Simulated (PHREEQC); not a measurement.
1 kg of water meets 20 L of dry gas (CO2 0.51, H2 0.49 by moles) at fixed total pressure, at 40 °C; fugacities by Peng-Robinson. The gases take part in no redox reaction, some water evaporates into the gas, and hydrates or a liquid gas phase aren't modelled. Precipitation was switched off in this run.

Model: ion-association model, phreeqc.dat, run in PHREEQC.

Problem. Predict dissolved CO2 (all carbonate carbon) (mol/kgw), φ of CO2, dissolved H2 (mol/kgw), pH at P (atm) = 2, 5, 10, 75, 100.

Solution. 
```csv
P (atm),dissolved CO2 (all carbonate carbon) (mol/kgw),φ of CO2,dissolved H2 (mol/kgw),pH
2,0.0229,0.992,0.000714,3.97
5,0.0576,0.980,0.00183,3.77
10,0.113,0.961,0.00368,3.62
75,0.627,0.746,0.0279,3.24
100,0.742,0.680,0.0373,3.20
```

Away from 25 °C the constants follow the database's enthalpies or fits; those with neither stay at their 25 °C values.
